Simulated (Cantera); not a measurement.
An isothermal, constant-pressure homogeneous reactor starts with 5.66 % H2, 94.3 % O2, equivalence ratio 0.030, at 1375 K and 0.00395 atm.

Cantera simulation using the H2/O2 subset of GRI-Mech 3.0, which has no nitrogen chemistry; the numbers are that mechanism's predictions, not measurements. Radical loss at walls, strong at low pressure, is not modelled. The temperature is held fixed by assumption; the heat of reaction is taken as removed at once.

Problem. Predict: x(H2) at 7.00 s; x(O2) at 7.00 s; x(H2O) at 7.00 s; x(OH) at 7.00 s; x(H) at 7.00 s; x(H2O2) at 7.00 s.

Solution. 
| Property | Result |
|---|---|
| x(H2) at 7.00 s | 2.36e-5 (gas-phase equilibrium 2.92e-7) |
| x(O2) at 7.00 s | 0.941 (gas-phase equilibrium 0.942) |
| x(H2O) at 7.00 s | 0.0577 (gas-phase equilibrium 0.0582) |
| x(OH) at 7.00 s | 0.000949 (gas-phase equilibrium 0.000106) |
| x(H) at 7.00 s | 2.15e-5 (gas-phase equilibrium 2.95e-8) |
| x(H2O2) at 7.00 s | 4.72e-9 (gas-phase equilibrium 3.37e-10) |
